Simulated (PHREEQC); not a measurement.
Make-up at 20 °C: 0.09 mol/kgw HF, 4.4e-05 mol/kgw (CH3)4NF, 0.0018 mol/kgw H4SiO4 and 0.00023 mol/kgw H2SO4. Closed to the air; pH follows from the charge balance.

The numbers come from PHREEQC with the ion-association model, wateq4f.dat.

| quantity | before | after |
|---|---|---|
| pH | 2.05 | 2.20 |
| ionic strength (mol/kgw) | 0.0118 | 0.00886 |
| HF (mol/kgw) | 0.0541 | 0.0733 |
| H2F2 (mol/kgw) | 0.00913 | 0.00104 |
| F- (mol/kgw) | 0.00494 | 0.00238 |
| HF2- (mol/kgw) | 0.000985 | 0.000723 |
| SI of Quartz (SiO2) | -6.94 | -2.94 |

**Question.** Name the change that produced these shifts.
A) temperature from 20 to 90 °C
B) 0.0035 mol/kgw NH3 added
C) HF from 0.09 to 0.018 mol/kgw
D) H2SO4 left out
E) diluted 100-fold with water

**Answer.** A, temperature from 20 to 90 °C

Precipitation was switched off in this run. (CH3)4N+ isn't in the database: it is added as a free cation with an ion size of 4 Å. wateq4f.dat counts part of the HF as a dimer, H2F2, which phreeqc.dat doesn't know; its constant is uncertain. Away from 25 °C the constants follow the database's enthalpies or fits; those with neither stay at their 25 °C values. SiF6-2 is the database's only silicon fluoride.
